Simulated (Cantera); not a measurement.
Feed: 1 mol V2O3, 19 mol H2, 10 mol N2, at 1475 °C and 9.75 Torr.

Method: chemical equilibrium by Gibbs-energy minimisation in Cantera with the NASA 1993 tables (ideal gas, pure condensed phases). Candidate condensed phases: H2O, V, VN, VO, V2O3, V2O4, V2O5; 28 gas species. Mutual solubility and eutectic melting of coexisting phases are not modelled. VO: taken at fixed stoichiometry. Condensed phases not in the tables: the oxides between V2O3 and V2O5 other than VO2. Equilibrium is a limit: real reactors are often held back by kinetics, nucleation or transport.

Base state: H2 0.646, N2 0.345, H2O 0.00769, H 0.00161, VO2 1.16e-5 (mole fractions); condensed: VO(s) + V2O3(s).

Question: What changes in the equilibrium state with this change: pressure from 9.75 Torr to 705 Torr?

Answer: 
| species | before | after |
|---|---|---|
| H2 | 0.646 | 0.647 |
| N2 | 0.345 | 0.345 |
| H2O | 0.00769 | 0.00771 |
| H | 0.00161 | 0.000190 |
| VO2 | 1.16e-5 | 1.60e-7 |
| VO(s), mol | 0.447 | 0.447 |
| V2O3(s), mol | 0.776 | 0.776 |

Question: What changes in the equilibrium state with this change: temperature from 1475 °C to 875 °C?

Answer: 
```json
[
 {"species": "H2", "before": "0.646", "after": "0.654"},
 {"species": "N2", "before": "0.345", "after": "0.345"},
 {"species": "H2O", "before": "0.00769", "after": "0.000971"},
 {"species": "H", "before": "0.00161", "after": "5.08e-7"},
 {"species": "VO2", "before": "1.16e-5", "after": "<1e-9"},
 {"species": "VO(s), mol", "before": "0.447", "after": "0"},
 {"species": "V2O3(s), mol", "before": "0.776", "after": "0.991"},
 {"species": "VN(s), mol", "before": "0", "after": "0.0188"}
]
```
VN: taken at fixed stoichiometry. Condensed phases not in the tables: the oxides between V2O3 and V2O5 other than VO2, V2N.
